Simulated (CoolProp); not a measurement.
Fluorine along the isotherm -142.25 °C: fugacity coefficient from the reference equation and from simpler models built on Tc = -128.7 °C, pc = 5240 kPa, ω = 0.045; each cubic takes its own stable root.

Computed with CoolProp (reference Helmholtz-energy equation of state, de Reuck 1990).

```json
[
 {"p (kPa)": "164", "phase": "gas", "reference": "0.9861"},
 {"p (kPa)": "327", "phase": "gas", "reference": "0.9724"},
 {"p (kPa)": "491", "phase": "gas", "reference": "0.9585"},
 {"p (kPa)": "655", "phase": "gas", "reference": "0.9447"},
 {"p (kPa)": "819", "phase": "gas", "reference": "0.9309"},
 {"p (kPa)": "982", "phase": "gas", "reference": "0.9172"},
 {"p (kPa)": "1150", "phase": "gas", "reference": "0.9031"},
 {"p (kPa)": "1310", "phase": "gas", "reference": "0.8896"},
 {"p (kPa)": "1470", "phase": "gas", "reference": "0.8762"},
 {"p (kPa)": "1640", "phase": "gas", "reference": "0.8619"},
 {"p (kPa)": "1800", "phase": "gas", "reference": "0.8484"},
 {"p (kPa)": "1960", "phase": "gas", "reference": "0.8348"},
 {"p (kPa)": "2130", "phase": "gas", "reference": "0.8204"},
 {"p (kPa)": "2290", "phase": "gas", "reference": "0.8068"},
 {"p (kPa)": "2460", "phase": "gas", "reference": "0.7921"},
 {"p (kPa)": "2620", "phase": "gas", "reference": "0.7783"}
]
```

### Question
How far does each simpler model (Redlich-Kwong, Soave-Redlich-Kwong) lie from the reference over these 16 states: mean and median of the absolute difference, and the worst?

### Answer
- Redlich-Kwong: mean 0.1 %, median 0.1 %, worst -0.1 % at -142.25 °C and 1310 kPa
- Soave-Redlich-Kwong: mean 0.1 %, median 0.1 %, worst -0.2 % at -142.25 °C and 1640 kPa
